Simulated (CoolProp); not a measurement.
A single-stage vapour-compression cycle with the fluid: evaporating at 308.15 K (dew point), condensing at 337.15 K (bubble point), superheat 8 K, subcooling 5 K, compressor efficiency 0.6, no pressure losses. The same conditions are run with several fluids, on thermodynamics alone (safety and materials aside).

The numbers come from the reference Helmholtz-energy equation of state of each fluid (sulfur dioxide: Gao 2016; ethanol: Schroeder 2014; c-C4F8 (RC318): Platzer 1990; tetrahydrofuran: Fiedler 2023; R21: Platzer 1990; R152A: Outcalt 1996) in CoolProp. The equations of Platzer and Polt are older, rougher fits.

Rank sulfur dioxide, ethanol, c-C4F8 (RC318), tetrahydrofuran, R21, R152A by cooling COP, highest first.

tetrahydrofuran (6.06), ethanol (5.98), R21 (5.90), sulfur dioxide (5.72), R152A (5.55), c-C4F8 (RC318) (5.36)

```
fluid            pressure ratio  discharge temperature (K)  refrigerating effect (kJ/kg)  volumetric capacity (kJ/m³)
---------------  --------------  -------------------------  ----------------------------  ---------------------------
sulfur dioxide             2.26                      402.8                           317                         4540
ethanol                    4.06                      404.9                           858                          208
c-C4F8 (RC318)             2.18                      340.4                          78.2                         2860
tetrahydrofuran            2.88                      370.7                           404                          370
R21                        2.29                      374.5                           204                         2150
R152A                      2.07                      362.7                           231                         5430
```
